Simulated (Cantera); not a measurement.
Si2H6 + O3 (silicon oxide and oxynitride deposition)

Charge: 1 mol Si2H6, 0.54 mol O3, held at 1425 K and 360 Torr.

These are equilibrium values from Cantera (NASA tables, ideal gas, pure condensed phases), not measurements of a reactor. Candidate condensed phases: H2O, Si, SiO2; 18 gas species. The feed counts by its element totals alone. Mutual solubility and eutectic melting of coexisting phases are not modelled. The tables hold silica as quartz up to 1696 K and as liquid above; real silica turns to tridymite and cristobalite and melts near 1996 K. Equilibrium is a limit: real reactors are often held back by kinetics, nucleation or transport.

The x(H2) comes out as 1.000. The x(SiO) is 0.000256 and the x(H) is 9.84e-6. The x(H2O) comes out as 1.42e-6 and the n(Si(s)) is 1.19 mol. The n(SiO2(β-quartz)) is 0.810 mol and the gas amount is 3.001 mol.
